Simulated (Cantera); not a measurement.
Source: NASA polynomial tables (part measured, part estimated), evaluated in Cantera. Values are per mole of reaction as written; species without (g) are pure solids or liquids, kept so even where they would boil at 1 bar.

2 SiHCl3(g) = SiCl2(g) + 2 Cl2(g) + SiH2(g)

```csv
T (K),ΔH° (kJ),ΔS° (J/K),ΔG° (kJ),log10 K
300,1069.2,307.6,976.9,-170.09
1775,1052.3,292.0,534.1,-15.72
1825,1051.5,291.5,519.5,-14.87
1875,1050.5,291.0,505.0,-14.07
1925,1049.6,290.5,490.4,-13.31
1975,1048.7,290.0,475.9,-12.59
2025,1047.8,289.6,461.4,-11.90
2075,…,…,…,…
2125,1046.0,288.7,432.5,-10.63
2175,…,…,…,…
2225,1044.2,287.9,403.7,-9.48
```

What belongs in the gaps?


- 2075, ΔH° (kJ): 1046.9
- 2075, ΔS° (J/K): 289.1
- 2075, ΔG° (kJ): 447.0
- 2075, log10 K: -11.25
- 2175, ΔH° (kJ): 1045.1
- 2175, ΔS° (J/K): 288.3
- 2175, ΔG° (kJ): 418.1
- 2175, log10 K: -10.04
